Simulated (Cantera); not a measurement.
Equilibrium for silicon epitaxy and polysilicon growth: SiCl₄ + HCl + N₂

Input: 1 mol SiCl₄, 0.043 mol HCl, 89 mol N₂, held at 1330 Pa.

Cantera equilibrium calculation (NASA polynomials, part measured and part estimated; ideal gas, pure solids and liquids). Candidate condensed phases: NH₄Cl, Si, Si₃N₄; 28 gas species. The tables' values for SiCl₃ are old estimates; treat these amounts as uncertain. Kinetics and transport are ignored.

| T (K) | log p N₂ | log p SiCl₄ | log p Cl | log p SiCl₃ | log p SiCl₂ | log p HCl |
|---|---|---|---|---|---|---|
| 1075 | -1.88 | -3.83 | -7.50 | -7.48 | -9.94 | -5.20 |
| 1125 | -1.88 | -3.83 | -7.07 | -7.06 | -9.20 | -5.20 |
| 1175 | -1.88 | -3.83 | -6.68 | -6.68 | -8.54 | -5.20 |
| 1225 | -1.88 | -3.83 | -6.32 | -6.33 | -7.93 | -5.20 |
| 1275 | -1.88 | -3.83 | -5.98 | -6.01 | -7.37 | -5.20 |
| 1325 | -1.88 | -3.84 | -5.67 | -5.72 | -6.87 | -5.20 |
| 1375 | -1.88 | -3.84 | -5.37 | -5.46 | -6.41 | -5.20 |
| 1425 | -1.88 | -3.85 | -5.10 | -5.22 | -5.99 | -5.20 |
| 1475 | -1.88 | -3.87 | -4.84 | -5.01 | -5.61 | -5.20 |
| 1525 | -1.88 | -3.89 | -4.60 | -4.82 | -5.28 | -5.20 |
| 1575 | -1.88 | -3.94 | -4.37 | -4.66 | -4.97 | -5.20 |
| 1625 | -1.88 | -4.01 | -4.17 | -4.54 | -4.70 | -5.20 |
log p: log10 of the partial pressure in bar; nothing condenses.

From 1075 K to 1625 K nothing is condensed. The main Si-bearing gas is SiCl₄ throughout.
